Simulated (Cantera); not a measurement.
A closed system holds: 1 mol C3H6, 0.13 mol NH3, at 1.33 mbar.

These are equilibrium values from Cantera (NASA tables, ideal gas, pure condensed phases), not measurements of a reactor. Candidate condensed phases: C, C6H6, C7H8, C8H18; 92 gas species. Rates play no part. All values below are at 1448 K.

Base state: H2 0.980, N2 0.0199, H 0.000250, HCN 0.000101 (mole fractions); condensed: C(graphite).

Problem. What changes in the equilibrium state with this change: 0.012 mol O2 added?

Solution. 
```
species             before     after
----------------  --------  --------
H2                   0.980     0.973
N2                  0.0199    0.0197
CO                       0   0.00731
HCN               0.000101  0.000100
H                 0.000250  0.000249
C(graphite), mol      3.00      2.98
```
Further candidate phases: H2O.
